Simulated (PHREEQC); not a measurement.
HNO3 is added in steps, without added water, to 1 kg of water holding 0.012 mol K2CO3, 0.00043 mol H4SiO4 and 4.5e-05 mol CuSO4, at 25 °C. O2 is buffered at 0.21 atm. The system is closed to CO2. The run lets Tenorite, Malachite, Brochantite, Antlerite, Cu2(OH)3NO3, SiO2(a), Chalcanthite precipitate or redissolve, and no other solid.

Base run: PHREEQC, ion-association model, wateq4f.dat. Each further column changes one thing. The table gives Cu in solution (mol/kgw).

```json
[
 {"HNO3 added (mol)": "0", "base": "8.71e-7", "metal-ligand complexes left out": "8.69e-7", "Davies equation for every ion": "8.71e-7", "Debye-Hückel limiting law": "8.78e-7"},
 {"HNO3 added (mol)": "0.001813", "base": "8.74e-7", "metal-ligand complexes left out": "?", "Davies equation for every ion": "8.74e-7", "Debye-Hückel limiting law": "8.81e-7"},
 {"HNO3 added (mol)": "0.005437", "base": "9.00e-7", "metal-ligand complexes left out": "8.65e-7", "Davies equation for every ion": "9.00e-7", "Debye-Hückel limiting law": "?"},
 {"HNO3 added (mol)": "0.00725", "base": "9.25e-7", "metal-ligand complexes left out": "8.65e-7", "Davies equation for every ion": "9.24e-7", "Debye-Hückel limiting law": "?"},
 {"HNO3 added (mol)": "0.009062", "base": "9.62e-7", "metal-ligand complexes left out": "8.65e-7", "Davies equation for every ion": "9.62e-7", "Debye-Hückel limiting law": "9.74e-7"},
 {"HNO3 added (mol)": "0.01269", "base": "2.43e-6", "metal-ligand complexes left out": "4.72e-7", "Davies equation for every ion": "2.43e-6", "Debye-Hückel limiting law": "2.46e-6"},
 {"HNO3 added (mol)": "0.0145", "base": "4.89e-6", "metal-ligand complexes left out": "6.34e-7", "Davies equation for every ion": "4.92e-6", "Debye-Hückel limiting law": "5.08e-6"},
 {"HNO3 added (mol)": "0.01631", "base": "8.56e-6", "metal-ligand complexes left out": "1.52e-6", "Davies equation for every ion": "8.65e-6", "Debye-Hückel limiting law": "9.12e-6"},
 {"HNO3 added (mol)": "0.01994", "base": "3.08e-5", "metal-ligand complexes left out": "1.19e-5", "Davies equation for every ion": "3.15e-5", "Debye-Hückel limiting law": "3.47e-5"},
 {"HNO3 added (mol)": "0.02175", "base": "4.50e-5", "metal-ligand complexes left out": "4.50e-5", "Davies equation for every ion": "4.50e-5", "Debye-Hückel limiting law": "4.50e-5"},
 {"HNO3 added (mol)": "0.02356", "base": "4.50e-5", "metal-ligand complexes left out": "4.50e-5", "Davies equation for every ion": "4.50e-5", "Debye-Hückel limiting law": "4.50e-5"},
 {"HNO3 added (mol)": "0.02719", "base": "4.50e-5", "metal-ligand complexes left out": "4.50e-5", "Davies equation for every ion": "4.50e-5", "Debye-Hückel limiting law": "4.50e-5"},
 {"HNO3 added (mol)": "0.029", "base": "4.50e-5", "metal-ligand complexes left out": "4.50e-5", "Davies equation for every ion": "4.50e-5", "Debye-Hückel limiting law": "4.50e-5"}
]
```

Q: Fill in the missing entries.

A: 
- 0.001813, metal-ligand complexes left out: 8.66e-7
- 0.005437, Debye-Hückel limiting law: 9.09e-7
- 0.00725, Debye-Hückel limiting law: 9.35e-7

The database's constant for dissolved Cu(OH)2 is higher than later reviews accept.
